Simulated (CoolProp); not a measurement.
Vapour-liquid equilibrium of R21 (1) + methanol (2) at 121.45 °C; x and y are mole fractions of (1).

Model: multi-fluid Helmholtz-energy mixture model, Platzer 1990 and de Reuck 1993; pair parameters Bell 2016, in CoolProp. This equation is an older, rougher fit; its heat capacities, sound speeds and derivatives of the liquid may be far off and weren't checked against measurements.

```csv
x,bubble pressure (MPa),y at the bubble point,dew pressure at overall composition x (MPa),liquid density (mol/L)
0.05,1.293,0.465,0.7055,20.43
0.125,1.694,0.582,0.7692,19.08
0.2,1.796,0.604,0.8443,17.84
0.275,1.815,0.609,0.9355,16.73
0.35,1.826,0.613,1.049,15.72
0.425,1.849,0.622,1.195,14.83
0.5,1.881,0.639,1.391,14.03
0.575,1.919,0.667,1.665,13.33
0.65,1.954,0.705,1.897,12.70
0.725,1.984,0.754,1.968,12.14
0.8,2.004,0.813,2.001,11.64
0.875,2.015,0.879,2.015,11.18
0.95,2.020,0.951,2.020,10.76
```

No azeotrope shows between x = 0.05 and 0.95.

Pair parameters are fitted to limited data, so mixtures are less certain than the pure fluids. With so large a gap from Raoult's law the liquid may split in two, which this calculation doesn't test in full.
